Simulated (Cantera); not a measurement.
Feed: 1 mol FeS2, 1.4 mol H2, 13 mol N2, at 1427 °C.

Method: chemical equilibrium by Gibbs-energy minimisation in Cantera with the NASA 1993 tables (ideal gas, pure condensed phases). Candidate condensed phases: Fe, FeS, FeS2, S; 16 gas species. FeS: taken at fixed stoichiometry. Kinetics and transport are ignored.

x: gas mole fraction; n: condensed amount in mol.

```tsv
P (Pa)	x N2	x H2	x S2	x Fe	x H2S	n Fe(δ)	n FeS(l)
10	0.788	0.0814	0.0557	0.0606	0.000297	0	0
42	0.829	0.0864	0.0604	(withheld)	(withheld)	(withheld)	0
180	0.841	0.0874	0.0618	(withheld)	(withheld)	(withheld)	0
750	0.872	0.0906	0.0316	0.000707	0.00216	0	0.989
3200	0.874	0.0889	0.0305	8.17e-5	0.00429	0	0.999
13000	0.876	0.0854	0.0288	1.03e-5	0.00807	0	1.000
56000	0.879	0.0792	0.0257	1.22e-6	0.0147	0	1.000
240000	0.883	0.0701	0.0211	1.51e-7	0.0244	0	1.000
1000000	0.888	0.0591	0.0156	2.07e-8	0.0361	0	1.00
```

**Question.** What belongs in the gaps?

**Answer.** 
- 42, x Fe: 0.0150
- 42, x H2S: 0.000672
- 42, n Fe(δ): 0.765
- 180, x Fe: 0.00350
- 180, x H2S: 0.00142
- 180, n Fe(δ): 0.946
